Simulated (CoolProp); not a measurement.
Model: reference Helmholtz-energy equation of state, Tillner-Roth 1997, in CoolProp.

**Question.** For CH2F2 (R32), give the phase and the cp (kJ/(kg K)), cv (kJ/(kg K)), expansivity (1/kK), viscosity (µPa s) at 280.9 K and 6.54 MPa.

**Answer.** 
- 280.9 K and 6.54 MPa: liquid; cp 1.72, cv 0.941, expansivity 3.18, viscosity 150

Viscosity comes from a separate model (Bell 2016), an estimate that may be off by 10 % or more.
